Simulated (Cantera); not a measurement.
Feed: 1 mol SrCl2, 0.17 mol H2O, 130 mol N2, at 750 Torr.

Cantera equilibrium calculation (NASA polynomials, part measured and part estimated; ideal gas, pure solids and liquids). Candidate condensed phases: H2O, NH4Cl, Sr, SrCl2, SrO, Sr(OH)2; 35 gas species. Mutual solubility and eutectic melting of coexisting phases are not modelled. Condensed phases not in the tables: oxide chlorides. Equilibrium is a limit: real reactors are often held back by kinetics, nucleation or transport.

**Question.** What share of the Sr ends up in condensed phases as a function of T (K), at 1075, 1150, 1225, 1300, 1375, 1450, 1525, 1600, 1675, 1750, 1825, 1900, 1975, 2050?

**Answer.** 
| T (K) | Sr condensed (%) | as |
|---|---|---|
| 1075 | 100.0 | SrCl2(s) + SrO(s) |
| 1150 | 100.0 | SrCl2(l) + SrO(s) |
| 1225 | 100.0 | SrCl2(l) + SrO(s) |
| 1300 | 99.8 | SrCl2(l) + SrO(s) |
| 1375 | 99.3 | SrCl2(l) + SrO(s) |
| 1450 | 97.4 | SrCl2(l) + SrO(s) |
| 1525 | 91.5 | SrCl2(l) + SrO(s) |
| 1600 | 75.7 | SrCl2(l) + SrO(s) |
| 1675 | 37.4 | SrCl2(l) + SrO(s) |
| 1750 | 4.2 | SrO(s) |
| 1825 | 4.0 | SrO(s) |
| 1900 | 3.9 | SrO(s) |
| 1975 | 3.8 | SrO(s) |
| 2050 | 3.7 | SrO(s) |
